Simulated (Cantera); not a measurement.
Charge: 1 mol AlN, 36 mol HCl, 1.2 mol Cl2, equilibrated at 0.133 bar.

Method: chemical equilibrium by Gibbs-energy minimisation in Cantera with the NASA 1993 tables (ideal gas, pure condensed phases). Candidate condensed phases: Al, AlCl3, AlN, NH4Cl; 20 gas species. The tables' values for AlCl2 are old estimates; treat these amounts as uncertain. Kinetics and transport are ignored. All values below are at 1427 °C.

Base state: HCl 0.947, AlCl3 0.0267, N2 0.0134, H2 0.00953, Cl 0.00304, AlCl2 0.000109, H 3.94e-5, Cl2 3.35e-5 (mole fractions); condensed: gas only.

Question: What changes in the equilibrium state with this change: pressure from 0.133 bar to 33.0 mbar?

Answer: 
| species | before | after |
|---|---|---|
| HCl | 0.947 | 0.943 |
| AlCl3 | 0.0267 | 0.0266 |
| N2 | 0.0134 | 0.0134 |
| Cl | 0.00304 | 0.00573 |
| H2 | 0.00953 | 0.0108 |
| H | 3.94e-5 | 8.42e-5 |
| AlCl2 | 0.000109 | 0.000233 |
| Cl2 | 3.35e-5 | 2.94e-5 |
